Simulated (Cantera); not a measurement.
Input (Python, Cantera) and output of one run.

```python
import numpy as np
import cantera as ct

gas_names = """
    NO2 N2O
""".split()
cond_names = """
    V2O3(s) V2O3(L) V2O5(s) V2O5(L)
""".split()


# ... load() reads the species with a 1 bar reference pressure and builds the phases ...
species = {s.name: s for s in load("nasa_gas.yaml", gas_names) + load("nasa_condensed.yaml", cond_names)}
# Each term lists the table entries of one substance; the one whose range holds T is used.
reactions = {
    '4 NO2(g) + 3 V2O3 = 3 V2O5 + 2 N2O(g)':
        [(-4, ['NO2']), (-3, ['V2O3(s)', 'V2O3(L)']), (3, ['V2O5(s)', 'V2O5(L)']), (2, ['N2O'])],
}


def pick(names, T):
    return next(species[n] for n in names if species[n].thermo.min_temp <= T <= species[n].thermo.max_temp)


results = []
for label, terms in reactions.items():
    print(label)
    print("     T/K   dH/kJ  dS/(J/K)   dG/kJ   log10 K")
    for T in [300, 400, 500, 600, 700, 800]:
        used = [(nu, pick(names, T)) for nu, names in terms]
        dH = sum(nu * s.thermo.h(T) for nu, s in used) / 1e6
        dS = sum(nu * s.thermo.s(T) for nu, s in used) / 1e3
        dG = dH - T * dS / 1e3
        logK = -dG * 1e6 / (ct.gas_constant * T * np.log(10))
        results.append((label, T, dH, dS, dG, logK, [s.name for _, s in used]))
        print(f"{T:8g} {dH:8.1f} {dS:8.1f} {dG:8.1f} {logK:8.2f}")
```

It prints:

```
4 NO2(g) + 3 V2O3 = 3 V2O5 + 2 N2O(g)
     T/K   dH/kJ  dS/(J/K)   dG/kJ   log10 K
     300   -969.0   -423.4   -842.0   146.60
     400   -967.5   -419.0   -799.8   104.45
     500   -964.7   -412.8   -758.2    79.21
     600   -961.3   -406.8   -717.3    62.44
     700   -957.8   -401.4   -676.9    50.51
     800   -954.2   -396.5   -637.0    41.59
```

Source: NASA polynomial tables (part measured, part estimated), evaluated in Cantera. Condensed species are held in their standard states even where they would react or evaporate.
